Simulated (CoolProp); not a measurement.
The numbers come from the reference Helmholtz-energy equation of state, Bücker 2006 in CoolProp.

For n-butane, give the phase and the viscosity (µPa s) at 85.35 °C and 101 kPa; 179.15 °C and 101 kPa.


- 85.35 °C and 101 kPa: gas; viscosity 8.90
- 179.15 °C and 101 kPa: gas; viscosity 11.1

Viscosity comes from a separate model (Vogel 1999).
